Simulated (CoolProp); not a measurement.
Properties of carbon dioxide along the isotherm -51.55 °C.

Computed with CoolProp (reference Helmholtz-energy equation of state, Span 1996).

| p (kPa) | phase | cv (kJ/(kg K)) | speed of sound (m/s) | isothermal compressibility (1/MPa) |
|---|---|---|---|---|
| 35 | gas | 0.5740 | 235.4 | 28.71 |
| 51.4 | gas | 0.5756 | 235.1 | 19.59 |
| 75.4 | gas | 0.5780 | 234.7 | 13.40 |
| 111 | gas | 0.5816 | 234.0 | 9.147 |
| 162 | gas | 0.5869 | 233.1 | 6.314 |
| 238 | gas | 0.5951 | 231.6 | 4.347 |
| 350 | gas | 0.6078 | 229.4 | 3.010 |
| 514 | gas | 0.6277 | 226.0 | 2.111 |
| 754 | liquid | 0.9678 | 940.4 | 0.001979 |
| 1110 | liquid | 0.9682 | 942.5 | 0.001965 |
| 1620 | liquid | 0.9688 | 945.5 | 0.001946 |
| 2380 | liquid | 0.9698 | 950.0 | 0.001917 |
| 3500 | liquid | 0.9711 | 956.5 | 0.001877 |
| 5140 | liquid | 0.9730 | 965.8 | 0.001821 |
| 7540 | liquid | 0.9756 | 979.2 | 0.001746 |
| 11100 | liquid | 0.9793 | 998.4 | 0.001646 |
